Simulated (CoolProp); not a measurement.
A Linde-Hampson liquefier for carbon monoxide: isothermal reversible compression at 290 K from 1 atm to 25 MPa, throttling to 1 atm, return gas leaving the recuperator 0 K below the feed. Each further row changes one setting.

Computed with CoolProp (reference Helmholtz-energy equation of state, Lemmon 2006). It is a short technical equation, of lower accuracy than the large ones.

```
case                        liquid yield per pass  compression work (kJ/kg of gas)
--------------------------  ---------------------  -------------------------------
as stated                                   0.105                              473
high pressure 50 MPa                   (withheld)                       (withheld)
warm-end temperature 320 K             (withheld)                       (withheld)
warm-end gap 5 K                            0.094                              473
```

### Question
What belongs in the gaps?

### Answer

- high pressure 50 MPa, liquid yield per pass: 0.112
- high pressure 50 MPa, compression work (kJ/kg of gas): 544
- warm-end temperature 320 K, liquid yield per pass: 0.078
- warm-end temperature 320 K, compression work (kJ/kg of gas): 526
